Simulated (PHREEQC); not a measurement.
# Buffer: speciation

Solution (25 °C): 1.3 mmol/kgw KHCO3 and 11 mmol/kgw K2HPO4. Closed to the air; pH follows from the charge balance.

Equilibrium calculation in PHREEQC: ion-association model, wateq4f.dat.

Each row changes one thing in this solution. Precipitation was switched off in this run.

```
case                                    pH  ionic strength (mol/kgw)  KHPO4- (mol/kgw)  H2PO4- (mol/kgw)  PO4-3 (mol/kgw)
------------------------------------  ----  ------------------------  ----------------  ----------------  ---------------
as made                               8.98                    0.0338          0.000243          0.000108          1.05e-5
0.011 mol/kgw NaHCO3 added            8.52                    0.0446          0.000220          0.000289          3.90e-6
K2HPO4 from 0.011 to 0.0022 mol/kgw   8.75                   0.00787           1.64e-5           4.62e-5          8.60e-7
KHCO3 left out                        9.33                    0.0325          0.000233           4.90e-5          2.34e-5
KHCO3 from 0.0013 to 0.00026 mol/kgw  9.21                    0.0328          0.000235           6.50e-5          1.76e-5
```

Species that the database lacks are ignored. H3PO4, which wateq4f.dat lacks, is added to it with the constant of phreeqc.dat.
